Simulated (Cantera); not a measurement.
**Reactions in the system F-N-O**

Source: NASA polynomial tables (part measured, part estimated), evaluated in Cantera. Values are per mole of reaction as written; species without (g) are pure solids or liquids, kept so even where they would boil at 1 bar.

N2(g) + 2 NO2(g) → 4 NO(g)

```json
[
 {"T (K)": "300", "ΔH° (kJ)": "296.7", "ΔS° (J/K)": "171.1", "ΔG° (kJ)": "245.4", "log10 K": "-42.72"},
 {"T (K)": "2625", "ΔH° (kJ)": "290.3", "ΔS° (J/K)": "172.1", "ΔG° (kJ)": "-161.5", "log10 K": "3.21"},
 {"T (K)": "2650", "ΔH° (kJ)": "290.1", "ΔS° (J/K)": "172.1", "ΔG° (kJ)": "-165.8", "log10 K": "3.27"},
 {"T (K)": "2675", "ΔH° (kJ)": "290.0", "ΔS° (J/K)": "172.0", "ΔG° (kJ)": "-170.1", "log10 K": "3.32"},
 {"T (K)": "2700", "ΔH° (kJ)": "289.8", "ΔS° (J/K)": "171.9", "ΔG° (kJ)": "-174.4", "log10 K": "3.37"},
 {"T (K)": "2725", "ΔH° (kJ)": "289.6", "ΔS° (J/K)": "171.8", "ΔG° (kJ)": "-178.7", "log10 K": "3.43"},
 {"T (K)": "2750", "ΔH° (kJ)": "289.4", "ΔS° (J/K)": "171.8", "ΔG° (kJ)": "-183.0", "log10 K": "3.48"},
 {"T (K)": "2775", "ΔH° (kJ)": "289.2", "ΔS° (J/K)": "171.7", "ΔG° (kJ)": "-187.3", "log10 K": "3.53"},
 {"T (K)": "2800", "ΔH° (kJ)": "289.0", "ΔS° (J/K)": "171.6", "ΔG° (kJ)": "-191.6", "log10 K": "3.57"},
 {"T (K)": "2825", "ΔH° (kJ)": "288.8", "ΔS° (J/K)": "171.5", "ΔG° (kJ)": "-195.9", "log10 K": "3.62"}
]
```

NO2(g) → 2 O(g) + N(g)

```csv
T (K),ΔH° (kJ),ΔS° (J/K),ΔG° (kJ),log10 K
300,936.9,235.4,866.3,-150.83
2625,956.9,263.0,266.5,-5.30
2650,957.0,263.1,259.9,-5.12
2675,957.0,263.1,253.3,-4.95
2700,957.1,263.1,246.7,-4.77
2725,957.2,263.1,240.2,-4.60
2750,957.2,263.1,233.6,-4.44
2775,957.3,263.2,227.0,-4.27
2800,957.3,263.2,220.4,-4.11
2825,957.4,263.2,213.8,-3.95
```

O(g) + 2 NF3(g) → 3 F2(g) + N2O(g)

```csv
T (K),ΔH° (kJ),ΔS° (J/K),ΔG° (kJ),log10 K
300,95.8,145.7,52.1,-9.07
2625,63.5,120.4,-252.7,5.03
2650,63.0,120.3,-255.7,5.04
2675,62.5,120.1,-258.7,5.05
2700,62.1,119.9,-261.7,5.06
2725,61.6,119.7,-264.7,5.07
2750,61.1,119.6,-267.7,5.08
2775,60.6,119.4,-270.7,5.10
2800,60.1,119.2,-273.7,5.11
2825,59.6,119.0,-276.6,5.12
```

3 F(g) + N2O(g) → NO(g) + NF3(g)

```csv
T (K),ΔH° (kJ),ΔS° (J/K),ΔG° (kJ),log10 K
300,-360.2,-224.9,-292.8,50.98
2625,-370.8,-242.3,265.3,-5.28
2650,-370.8,-242.3,271.3,-5.35
2675,-370.8,-242.3,277.4,-5.42
2700,-370.8,-242.3,283.4,-5.48
2725,-370.8,-242.3,289.5,-5.55
2750,-370.8,-242.3,295.5,-5.61
2775,-370.8,-242.3,301.6,-5.68
2800,-370.8,-242.3,307.7,-5.74
2825,-370.8,-242.3,313.7,-5.80
```
